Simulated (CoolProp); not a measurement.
R1132(E) at 293.15 K and 0.152 MPa is throttled through a valve to 0.00417 MPa with no heat exchange. Each further row changes one setting.

Computed with CoolProp (reference Helmholtz-energy equation of state, Akasaka 2024).

```
case                         final density (kg/m³)
---------------------------  ---------------------
as stated                                        ?
outlet pressure 0.00125 MPa                      ?
outlet pressure 0.00542 MPa                      ?
```

**Question.** What belongs in the gaps?

**Answer.** 
- as stated, final density (kg/m³): 0.111
- outlet pressure 0.00125 MPa, final density (kg/m³): 0.0331
- outlet pressure 0.00542 MPa, final density (kg/m³): 0.144
